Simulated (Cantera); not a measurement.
Premixed flame

A freely propagating, adiabatic, planar premixed flame of H₂ : O₂ : N₂ = 1 : 0.575 : 2.16 (molar parts), equivalence ratio 0.87, unburnt at 400 K and 0.138 atm; mixture-averaged transport, grid criteria slope 0.08 and curve 0.16, no radiation.

Cantera simulation using the H2/O2 subset of GRI-Mech 3.0, which has no nitrogen chemistry; the numbers are that mechanism's predictions, not measurements. Burning velocities carry a grid error of a few per cent, more on coarse grids.

| z (mm) | T (K) | u (m/s) | x H₂ | x O₂ | x H₂O₂ | x O | x HO₂ | x OH |
|---|---|---|---|---|---|---|---|---|
| -15.9 | 400 | 2.77 | 0.268 | 0.154 | <1e-8 | <1e-8 | <1e-8 | <1e-8 |
| -10.6 | 400 | 2.77 | 0.268 | 0.154 | <1e-8 | <1e-8 | <1e-8 | <1e-8 |
| -7.97 | 400 | 2.77 | 0.268 | 0.154 | <1e-8 | <1e-8 | <1e-8 | <1e-8 |
| -5.31 | 400 | 2.77 | 0.268 | 0.154 | <1e-8 | <1e-8 | <1e-8 | <1e-8 |
| -2.66 | 403 | 2.79 | 0.266 | 0.154 | 1.41e-6 | 7.73e-7 | 4.50e-5 | 5.57e-6 |
| -1.33 | 590 | 4.00 | 0.238 | 0.151 | 1.54e-5 | 0.000101 | 6.49e-5 | 0.000598 |
| 0 | 1040 | 6.81 | 0.125 | 0.111 | 7.79e-7 | 0.00533 | 1.99e-5 | 0.00224 |
| 1.33 | 1332 | 8.63 | 0.0412 | 0.0547 | 1.05e-6 | 0.0134 | 8.30e-6 | 0.00699 |
| 2.66 | 1460 | 9.39 | 0.0334 | 0.0456 | 8.08e-7 | 0.0143 | 5.92e-6 | 0.00942 |
| 5.31 | 1600 | 10.2 | 0.0332 | 0.0418 | 4.73e-7 | 0.0133 | 4.49e-6 | 0.0119 |
| 10.6 | 1749 | 11.0 | 0.0317 | 0.0382 | 2.44e-7 | 0.0114 | 3.34e-6 | 0.0142 |
| 21.3 | 1897 | 11.8 | 0.0281 | 0.0346 | 1.29e-7 | 0.00893 | 2.42e-6 | 0.0155 |
| 42.5 | 2034 | 12.6 | 0.0228 | 0.0312 | 7.77e-8 | 0.00631 | 1.75e-6 | 0.0156 |
x: mole fraction of selected species; z is measured from the peak of heat release.

```json
{
 "laminar_burning_velocity": "277 cm/s",
 "thermal_thickness": "5.31 mm",
 "peak x(H₂O₂)": "1.81e-5",
 "peak x(O)": "0.0143",
 "peak x(HO₂)": "0.000114",
 "peak x(OH)": "0.0157"
}
```
